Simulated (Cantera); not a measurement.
An isothermal, constant-pressure homogeneous reactor starts with N2O : O2 = 1 : 0.27 (molar parts), at 1100 K and 6900 Pa.

Model: GRI-Mech 3.0 (53 species, 325 reactions), integrated in Cantera. GRI-Mech 3.0 was tuned for natural gas; its chemistry of N2O as a main component is partial and can be far from experiment. The mechanism lacks the step 2 NO + O2 → 2 NO2, which can matter for NO2 below about 1400 K. The temperature is held fixed by assumption; the heat of reaction is taken as removed at once.

**Question.** Predict: x(N2O) at 40.0 s; x(O2) at 40.0 s; x(NO2) at 40.0 s; x(N2) at 40.0 s; x(NO) at 40.0 s; x(O) at 40.0 s.

**Answer.** 
| Item | Value |
|---|---|
| x(N2O) at 40.0 s | 0.592 (gas-phase equilibrium 1.74e-9) |
| x(O2) at 40.0 s | 0.263 (gas-phase equilibrium 0.435) |
| x(NO2) at 40.0 s | 9.99e-6 (gas-phase equilibrium 1.12e-6) |
| x(N2) at 40.0 s | 0.136 (gas-phase equilibrium 0.565) |
| x(NO) at 40.0 s | 0.00955 (gas-phase equilibrium 0.000104) |
| x(O) at 40.0 s | 3.27e-7 (gas-phase equilibrium 6.31e-9) |
